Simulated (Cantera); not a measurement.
A perfectly stirred reactor is fed with CH4 : N2 = 1 : 1.8 (molar parts), at 89.0 Pa; it is held at 1825 K, and followed from long to short residence time.

Model: GRI-Mech 3.0 (53 species, 325 reactions), integrated in Cantera. GRI-Mech 3.0 stops at C3 and has no aromatics, soot or wall deposition, so with more carbon than oxygen in the feed, carbon stays in small species such as C2H2 where larger ones or solid carbon would form. Radical loss at walls, strong at low pressure, is not modelled.

x: mole fraction; the columns are a selection and need not sum to one.

```
τ (s)     x CH4    x C2H6     x HCN     x CH3       x H      x H2
-------  ------  --------  --------  --------  --------  --------
1.3      0.0997   1.38e-5       [?]   0.00429  0.000635     0.279
0.28      0.215   2.64e-5       [?]   0.00653  0.000268     0.146
0.062     0.342   4.68e-6       [?]   0.00383   1.95e-5    0.0116
0.013     0.356   1.86e-7  8.92e-12  0.000869   3.08e-6  0.000525
0.0029    0.357   5.28e-9    <1e-12  0.000193   2.49e-6   9.62e-5
0.00063   0.357  6.75e-11    <1e-12   4.02e-5   2.26e-6   1.90e-5
0.00014   0.357    <1e-12    <1e-12   7.80e-6   1.65e-6   3.08e-6
```

Complete the blanks.


- 1.3, x HCN: 2.76e-6
- 0.28, x HCN: 2.86e-7
- 0.062, x HCN: 1.47e-9
